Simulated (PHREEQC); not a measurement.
A column of 0.2 m (30 cells, dispersivity 0.01 m, 300 s a shift, diffusion coefficient 3e-10 m²/s) holds 0.41 eq of the database's cation exchanger X per kg of pore water, first in equilibrium with 0.00058 mol LiCl, 0.065 mol (NH4)2SO4 and 1e-05 mol HCl per kg of water. It is flushed with 74 mmol/kgw MgCl2 and 0.01 mmol/kgw HCl, at 25 °C. Values are for the last cell. CO2 from the air is kept out. Precipitation was switched off in this run.

The series has 31 steps of pore volumes, from 0 to 8.017.

Equilibrium calculation in PHREEQC: ion-association model, phreeqc.dat.

Question: After how many pore volumes does Mg at the outlet first reach half of its feed value?

Answer: By 3.8 pore volumes.
